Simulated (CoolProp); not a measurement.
Aqueous lithium chloride as a coolant, at 26 °C, 1 atm.

Values from CoolProp's Melinder's fits for secondary coolants.

```csv
mass %,freezing point (°C),conductivity (W/(m K)),density (kg/m³),viscosity (mPa s),cp (kJ/(kg K))
3.7,-3.5,0.598,1018,0.993,3.982
5.3,-5.4,0.594,1027,1.05,3.902
6.9,-7.5,0.590,1036,1.11,3.824
8.5,-9.8,0.586,1046,1.17,3.750
10.1,-12.4,0.582,1055,1.24,3.677
11.7,-15.4,0.579,1064,1.32,3.608
13.3,-19.1,0.575,1073,1.40,3.540
14.8,-23.3,0.572,1082,1.49,3.480
16.4,-28.6,0.568,1092,1.59,3.418
18,-34.9,0.565,1101,1.70,3.360
19.6,-42.0,0.561,1111,1.83,3.306
```
